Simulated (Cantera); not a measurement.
What does this Cantera script print?

```python
import numpy as np
import cantera as ct

gas_names = """
    CL CL2 Fe FeCL FeCL2 FeCL3 Fe2CL4 Fe2CL6 H HCL H2 N NH NH2 NH3 N2 N2H2 N2H4
""".split()
cond_names = """
    Fe(a) Fe(c) Fe(d) Fe(L) FeCL2(s) FeCL2(L) FeCL3(s) FeCL3(L) NH4CL(a) NH4CL(b)
""".split()


def load(file, names, dense=False):
    # The tables refer to 1 bar. Condensed volumes are neglected.
    table = {s.name: s for s in ct.Species.list_from_file(file)}
    out = []
    for n in names:
        d = dict(table[n].input_data)
        d["thermo"] = dict(d["thermo"], **{"reference-pressure": 1e5})
        if dense:
            d["equation-of-state"] = {"model": "constant-volume", "density": "1e6 g/cm^3"}
        out.append(ct.Species.from_dict(d))
    return out


gas = ct.Solution(thermo="ideal-gas", species=load("nasa_gas.yaml", gas_names))
cond = {s.name: ct.Solution(thermo="fixed-stoichiometry", species=[s], name=s.name)
        for s in load("nasa_condensed.yaml", cond_names, dense=True)}
atoms = {
    'FeCl2': {'Fe': 1, 'CL': 2},
    'H2': {'H': 2},
    'N2': {'N': 2},
}
top_T = {}  # K; cautious upper limits of use, not melting points


def equilibrate(T, P, feed):
    n = {}
    for name, mol in feed.items():
        for a, k in atoms[name].items():
            n[a] = n.get(a, 0.0) + k * mol
    gas.TPX = T, P, n
    mass = sum(n.values()) * gas.mean_molecular_weight
    gas.equilibrate("TP")
    valid = [c for c in cond.values() if c.min_temp <= T <= top_T.get(c.name, c.max_temp)]
    mix = ct.Mixture([(gas, mass / gas.mean_molecular_weight)] + [(c, 0.0) for c in valid])
    mix.T, mix.P = T, P
    mix.equilibrate("TP", solver="vcs", rtol=1e-11, max_steps=5000)
    return mix


results = []
T = 2200  # K
P = 3.5  # Pa
for m in [28, 41, 54, 67, 80, 92, 110, 120, 130, 140, 160]:
    feed = {'FeCl2': 1, 'H2': 5.4, 'N2': m}  # mol
    mix = equilibrate(T, P, feed)
    results.append((T, P, feed, dict(zip(mix.species_names, mix.species_moles))))

top = {s: max(r[3][s] / sum(r[3][g] for g in gas_names) for r in results) for s in gas_names}
cols = sorted((s for s in top if top[s] > 1e-05), key=lambda s: -top[s])[:9]
seen = [c for c in cond_names if any(r[3].get(c, 0) > 1e-12 for r in results)]
print("log10 of partial pressures in bar; condensed amounts in mol")
print(f"{'n(N2)':>10s}" + "".join(f"{s[:9]:>10s}" for s in cols + seen))
for T, P, feed, n in results:
    ng = sum(n[g] for g in gas_names)
    print(f"{feed['N2']:10.4g}" + "".join(f"{np.log10(max(n[s] / ng * P / 1e5, 1e-99)):10.3f}" for s in cols)
          + "".join(f"{n.get(c, 0):10.4g}" for c in seen))
```

It prints:

```
log10 of partial pressures in bar; condensed amounts in mol
     n(N2)        N2         H        CL        H2        Fe       HCL
        28    -4.609    -5.189    -5.863    -5.880    -6.057    -6.415
        41    -4.569    -5.286    -5.968    -6.073    -6.181    -6.617
        54    -4.545    -5.362    -6.052    -6.226    -6.278    -6.777
        67    -4.530    -5.426    -6.121    -6.354    -6.356    -6.910
        80    -4.520    -5.482    -6.180    -6.464    -6.423    -7.025
        92    -4.512    -5.527    -6.228    -6.554    -6.476    -7.117
       110    -4.504    -5.586    -6.291    -6.673    -6.545    -7.240
       120    -4.500    -5.616    -6.322    -6.732    -6.579    -7.301
       130    -4.497    -5.643    -6.351    -6.788    -6.611    -7.357
       140    -4.494    -5.669    -6.378    -6.840    -6.641    -7.411
       160    -4.490    -5.717    -6.428    -6.935    -6.694    -7.508
```

Equilibrium computed with Cantera from the NASA thermochemical tables; the gas is ideal and each condensed phase is pure.
